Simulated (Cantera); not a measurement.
Feed: 1 mol BN, 26 mol HCl, 1.8 mol N₂, 15 mol O₂, equilibrated at 1300 °C and 0.133 bar.

These are equilibrium values from Cantera (NASA tables, ideal gas, pure condensed phases), not measurements of a reactor. Candidate condensed phases: B, BN, B₂O₃, B₃O₃H₃, H₂O, NH₄Cl; 49 gas species. The tables' values for BOCl are old estimates; treat these amounts as uncertain. Gases not in the tables: H₃BO₃. Kinetics and transport are ignored.

Base state: HCl 0.501, O₂ 0.306, N₂ 0.0534, Cl 0.0445, H₂O 0.0417, Cl₂ 0.0303, HBO₂ 0.0219, NO 0.000540 (mole fractions); condensed: gas only.

### Question
What changes in the equilibrium state with this change: temperature from 1300 °C to 1827 °C?

### Answer
```tsv
species	before	after
HCl	0.501	0.404
O₂	0.306	0.270
Cl	0.0445	0.166
Cl₂	0.0303	0.00326
H₂O	0.0417	0.0747
HBO₂	0.0219	0.0189
N₂	0.0534	0.0497
H	1.11e-7	0.000130
H₂	9.92e-7	0.000234
```
